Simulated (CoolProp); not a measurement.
n-perfluorohexane along the isobar 62.4 bar: density (kg/m³) from the reference equation and from simpler models built on Tc = 174.9 °C, pc = 17.42 bar, ω = 0.497; each cubic takes its own stable root.

Values from CoolProp's reference Helmholtz-energy equation of state, Gao 2022.

```tsv
T (°C)	phase	reference	Soave-Redlich-Kwong	Peng-Robinson
-38.85	liquid	1871	1612	1807
-26.15	liquid	1837	1592	1786
-13.45	liquid	1804	1570	1763
-0.65	liquid	1770	1547	1738
12.05	liquid	1737	1523	1712
24.75	liquid	1703	1498	1684
37.55	liquid	1669	1470	1654
50.25	liquid	1634	1442	1622
62.95	liquid	1599	1411	1588
75.65	liquid	1562	1379	1551
88.45	liquid	1524	1344	1512
101.15	liquid	1485	1307	1470
113.85	liquid	1445	1268	1425
```
